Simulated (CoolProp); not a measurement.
The numbers come from the reference Helmholtz-energy equation of state, Schroeder 2014 in CoolProp.

Q: Give the vapour pressure (bar), liquid viscosity (µPa s), liquid conductivity (mW/(m K)) of saturated ethanol at 454.4, 486.9 K.

A: 
| T (K) | p (bar) | liquid viscosity (µPa s) | liquid conductivity (mW/(m K)) |
|---|---|---|---|
| 454.4 | 20.3 | 115 | 138 |
| 486.9 | 38.6 | 76.0 | 133 |

Viscosity comes from a separate model (Kiselev 2005). Thermal conductivity comes from a separate model (Assael 2013).
